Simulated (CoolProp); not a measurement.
Vapour-liquid equilibrium of diethyl ether (1) + benzene (2) at 119.85 °C; x and y are mole fractions of (1).

Values from CoolProp's multi-fluid Helmholtz-energy mixture model, Thol 2014 and Thol 2012; pair parameters Bell 2016.

Problem. Give the bubble pressure and the first vapour's composition at x = 0.05, 0.2, 0.5. Is there an azeotrope?

Solution. x = 0.05: 0.3318 MPa, y = 0.136; x = 0.2: 0.4304 MPa, y = 0.421; x = 0.5: 0.6328 MPa, y = 0.736. No azeotrope shows between x = 0.05 and 0.95.

Pair parameters are fitted to limited data, so mixtures are less certain than the pure fluids.
